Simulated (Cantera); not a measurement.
Equilibrium for abatement and gas-phase synthesis: CS2 + H2O + O2

A closed system holds: 1 mol CS2, 0.19 mol H2O, 1.2 mol O2, held at 100000 Pa.

Method: chemical equilibrium by Gibbs-energy minimisation in Cantera with the NASA 1993 tables (ideal gas, pure condensed phases). Candidate condensed phases: C, C6H6, C7H8, C8H18, H2O, H2SO4, S; 123 gas species. Kinetics and transport are ignored.

| T (K) | log p CO | log p S2 | log p SO2 | log p SO | log p CO2 | log p H2O | log p S | log p H2 | log p SH |
|---|---|---|---|---|---|---|---|---|---|
| 2023 | -0.61 | -0.56 | -0.71 | -1.47 | -0.80 | -1.28 | -2.71 | -1.77 | -2.29 |
| 2073 | -0.60 | -0.57 | -0.70 | -1.39 | -0.83 | -1.29 | -2.58 | -1.74 | -2.23 |
| 2123 | -0.58 | -0.58 | -0.70 | -1.32 | -0.87 | -1.31 | -2.46 | -1.72 | -2.18 |
| 2173 | -0.56 | -0.59 | -0.70 | -1.26 | -0.91 | -1.32 | -2.34 | -1.70 | -2.14 |
| 2223 | -0.55 | -0.61 | -0.70 | -1.20 | -0.94 | -1.34 | -2.23 | -1.68 | -2.09 |
| 2273 | -0.54 | -0.62 | -0.70 | -1.14 | -0.98 | -1.35 | -2.12 | -1.66 | -2.05 |
| 2323 | -0.53 | -0.63 | -0.71 | -1.08 | -1.02 | -1.37 | -2.02 | -1.64 | -2.02 |
| 2373 | -0.52 | -0.65 | -0.71 | -1.03 | -1.05 | -1.39 | -1.93 | -1.63 | -1.98 |
| 2423 | -0.52 | -0.66 | -0.72 | -0.98 | -1.09 | -1.41 | -1.83 | -1.61 | -1.95 |
| 2473 | -0.51 | -0.68 | -0.73 | -0.94 | -1.13 | -1.43 | -1.75 | -1.60 | -1.92 |
| 2523 | -0.51 | -0.70 | -0.74 | -0.90 | -1.16 | -1.45 | -1.67 | -1.59 | -1.89 |
| 2573 | -0.50 | -0.72 | -0.75 | -0.86 | -1.20 | -1.47 | -1.59 | -1.59 | -1.87 |
| 2623 | -0.50 | -0.74 | -0.76 | -0.83 | -1.23 | -1.50 | -1.51 | -1.58 | -1.85 |
| 2673 | -0.50 | -0.76 | -0.77 | -0.79 | -1.27 | -1.52 | -1.44 | -1.58 | -1.83 |
log p: log10 of the partial pressure in bar; nothing condenses.

From 2023 K to 2673 K nothing is condensed. The main C-bearing gas is CO throughout.
